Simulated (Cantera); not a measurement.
Feed: 1 mol SiH2Cl2, 0.0064 mol C2H2, a varied amount of H2, at 1598.15 K and 750 Torr.

Cantera equilibrium calculation (NASA polynomials, part measured and part estimated; ideal gas, pure solids and liquids). Candidate condensed phases: C, C6H6, C7H8, C8H18, Si, SiC; 109 gas species. Mutual solubility and eutectic melting of coexisting phases are not modelled. Rates play no part.

**Question.** Which condensed phases are stable at each of these points (n(H2) (mol)): 160, 210, 280, 380, 510, 690, 930, 1300, 1700?

**Answer.** 
```csv
n(H2) (mol),condensed phases,Si condensed (%)
160,Si(s) + SiC(s),92.2
210,Si(s) + SiC(s),93.8
280,Si(s) + SiC(s),95.1
380,Si(s) + SiC(s),96.2
510,Si(s) + SiC(s),97.0
690,Si(s) + SiC(s),97.5
930,Si(s),97.9
1300,Si(s),98.0
1700,Si(s),98.0
```

From 160 mol H2 to 690 mol H2 the condensed part is Si(s) + SiC(s). From 930 mol H2 to 1700 mol H2 the condensed part is Si(s).
